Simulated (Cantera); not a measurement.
A Cantera script and its output.

```python
import numpy as np
import cantera as ct

gas = ct.Solution("gri30.yaml")
gas.TPX = 1400, 13000, {'CO': 0.0018, 'O2': 0.0097, 'H2O': 0.044, 'N2': 1}
reactor = ct.IdealGasConstPressureReactor(gas, energy="off", clone=False)
net = ct.ReactorNet([reactor])
net.rtol, net.atol = 1e-08, 1e-18
show = ['CO', 'O2', 'H2O', 'CO2', 'O', 'NO', 'H']
times = np.geomspace(3e-05, 40, 15)

steps = ct.SolutionArray(gas, extra=["t"])
rows = []
print(f"{'t/s':>10s}{'T/K':>9s}{'P/Pa':>11s}" + "".join(f"{s:>11s}" for s in show))
for t in times:
    while net.time < t:
        t_next = net.step()
        steps.append(gas.state, t=t_next)
    rows.append([np.interp(t, steps.t, y) for y in (steps.T, steps.P, *steps(*show).X.T)])
    print(f"{t:10.3e}{rows[-1][0]:9.1f}{rows[-1][1]:11.4g}" + "".join(f"{x:11.3e}" for x in rows[-1][2:]))
rate = np.gradient(steps.T, steps.t)
print("integrator steps:", len(steps.t))
if steps.T.max() > steps.T[0] + 200:
    print(f"time of steepest temperature rise: {steps.t[rate.argmax()]:.4e} s")
gas.TPX = 1400, 13000, {'CO': 0.0018, 'O2': 0.0097, 'H2O': 0.044, 'N2': 1}
gas.equilibrate("TP")
print(f"equilibrium (TP): T = {gas.T:.1f} K  " + "  ".join(f"{s} {gas[s].X[0]:.3e}" for s in show))
```

Output:

```
       t/s      T/K       P/Pa         CO         O2        H2O        CO2          O         NO          H
 3.000e-05   1400.0    1.3e+04  1.705e-03  9.190e-03  4.169e-02  4.585e-11  4.354e-11  1.390e-19  6.127e-13
 8.215e-05   1400.0    1.3e+04  1.705e-03  9.190e-03  4.169e-02  1.283e-10  1.115e-10  1.142e-18  4.001e-12
 2.250e-04   1400.0    1.3e+04  1.705e-03  9.190e-03  4.169e-02  3.757e-10  2.612e-10  9.238e-18  2.482e-11
 6.160e-04   1400.0    1.3e+04  1.705e-03  9.190e-03  4.169e-02  1.282e-09  5.442e-10  6.499e-17  1.351e-10
 1.687e-03   1400.0    1.3e+04  1.705e-03  9.190e-03  4.169e-02  6.519e-09  1.350e-09  4.213e-16  6.896e-10
 4.620e-03   1400.0    1.3e+04  1.705e-03  9.190e-03  4.169e-02  7.565e-08  8.543e-09  4.745e-15  5.840e-09
 1.265e-02   1400.0    1.3e+04  1.698e-03  9.186e-03  4.168e-02  7.793e-06  7.330e-07  4.946e-13  5.105e-07
 3.464e-02   1400.0    1.3e+04  2.416e-04  8.538e-03  4.093e-02  1.464e-03  1.916e-04  1.217e-08  2.242e-04
 9.486e-02   1400.0    1.3e+04  1.810e-05  8.352e-03  4.138e-02  1.688e-03  7.344e-05  5.830e-08  5.441e-05
 2.598e-01   1400.0    1.3e+04  3.785e-06  8.328e-03  4.162e-02  1.703e-03  1.530e-05  7.472e-08  5.206e-06
 7.113e-01   1400.0    1.3e+04  7.428e-07  8.333e-03  4.169e-02  1.706e-03  3.139e-06  8.087e-08  4.829e-07
 1.948e+00   1400.0    1.3e+04  1.852e-07  8.338e-03  4.171e-02  1.707e-03  8.243e-07  8.326e-08  6.485e-08
 5.334e+00   1400.0    1.3e+04  6.969e-08  8.340e-03  4.171e-02  1.707e-03  3.232e-07  8.427e-08  1.595e-08
 1.461e+01   1400.0    1.3e+04  5.159e-08  8.341e-03  4.171e-02  1.707e-03  2.432e-07  8.538e-08  1.043e-08
 4.000e+01   1400.0    1.3e+04  5.116e-08  8.341e-03  4.171e-02  1.707e-03  2.413e-07  8.813e-08  1.031e-08
integrator steps: 1303
equilibrium (TP): T = 1400.0 K  CO 5.141e-08  O2 8.262e-03  H2O 4.171e-02  CO2 1.707e-03  O 2.401e-07  NO 1.584e-04  H 1.033e-08
```

Computed with Cantera and GRI-Mech 3.0 (53 species, 325 reactions).
